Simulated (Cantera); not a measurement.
Feed: 1 mol Si3N4, 4.9 mol NF3, 67 mol H2, equilibrated at 525 °C and 7.50 Torr.

Method: chemical equilibrium by Gibbs-energy minimisation in Cantera with the NASA 1993 tables (ideal gas, pure condensed phases). Candidate condensed phases: Si, Si3N4; 37 gas species. The numbers say what is thermodynamically allowed, not how fast it happens.

Base state: H2 0.866, N2 0.0587, SiF4 0.0396, HF 0.0356 (mole fractions); condensed: gas only.

Problem. What changes in the equilibrium state with this change: NF3 from 4.9 to 10 mol?

Solution. 
| species | before | after |
|---|---|---|
| H2 | 0.866 | 0.674 |
| HF | 0.0356 | 0.209 |
| N2 | 0.0587 | 0.0814 |
| SiF4 | 0.0396 | 0.0349 |

Problem. What changes in the equilibrium state with this change: Si3N4 replaced by BN?

Solution. 
```json
[
 {"species": "H2", "before": "0.866", "after": "0.796"},
 {"species": "HF", "before": "0.0356", "after": "0.152"},
 {"species": "N2", "before": "0.0587", "after": "0.0384"},
 {"species": "SiF4", "before": "0.0396", "after": "0"},
 {"species": "BF3", "before": "0", "after": "0.0130"}
]
```
Further candidate phases: B, BN.
